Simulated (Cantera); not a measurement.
Source: NASA polynomial tables (part measured, part estimated), evaluated in Cantera. Values are per mole of reaction as written; species without (g) are pure solids or liquids, kept so even where they would boil at 1 bar.

N2O(g) + 2 Cu ⇌ 2 N(g) + Cu2O

```csv
T (K),ΔH° (kJ),ΔS° (J/K),ΔG° (kJ),log10 K
2125,?,?,?,?
2175,756.1,162.6,402.5,-9.67
2225,756.8,162.9,394.3,-9.26
2275,757.5,163.2,386.2,-8.87
2325,?,?,?,?
2375,758.9,163.8,369.8,-8.13
2425,?,?,?,?
2475,760.3,164.4,353.4,-7.46
2525,760.9,164.7,345.2,-7.14
2575,?,?,?,?
2625,762.3,165.2,328.7,-6.54
```

Task: Complete the blanks.

Result: 
- 2125, ΔH° (kJ): 755.4
- 2125, ΔS° (J/K): 162.3
- 2125, ΔG° (kJ): 410.6
- 2125, log10 K: -10.09
- 2325, ΔH° (kJ): 758.2
- 2325, ΔS° (J/K): 163.5
- 2325, ΔG° (kJ): 378.0
- 2325, log10 K: -8.49
- 2425, ΔH° (kJ): 759.6
- 2425, ΔS° (J/K): 164.1
- 2425, ΔG° (kJ): 361.6
- 2425, log10 K: -7.79
- 2575, ΔH° (kJ): 761.6
- 2575, ΔS° (J/K): 164.9
- 2575, ΔG° (kJ): 336.9
- 2575, log10 K: -6.83
